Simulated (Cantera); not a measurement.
Input: 1 mol Fe2O3, 1 mol CH4, 5.8 mol N2, at 650 °C and 8600 Pa.

Method: chemical equilibrium by Gibbs-energy minimisation in Cantera with the NASA 1993 tables (ideal gas, pure condensed phases). Candidate condensed phases: C, C6H6, C7H8, C8H18, Fe, Fe(CO)5, FeO, Fe(OH)2, Fe(OH)3, Fe2O3, Fe3O4, H2O; 140 gas species. The tables' stoichiometric FeO is somewhat more stable than real wüstite, so its field is too wide. FeO: taken at fixed stoichiometry. Equilibrium is a limit: real reactors are often held back by kinetics, nucleation or transport.

Base state: N2 0.659, H2 0.198, CO 0.0877, H2O 0.0287, CO2 0.0259, CH4 6.33e-5 (mole fractions); condensed: Fe(α) + FeO(s).

Task: What changes in the equilibrium state with this change: temperature from 650 °C to 1175 °C?

Result: 
```csv
species,before,after
N2,0.659,0.659
H2,0.198,0.163
CO,0.0877,0.0974
H2O,0.0287,0.0645
CO2,0.0259,0.0163
CH4,6.33e-5,<1e-9
H,<1e-9,1.27e-5
"Fe(α), mol",0.481,0
"FeO(s), mol",1.52,1.29
"Fe(γ), mol",0,0.711
```
Mutual solubility and eutectic melting of coexisting phases are not modelled.
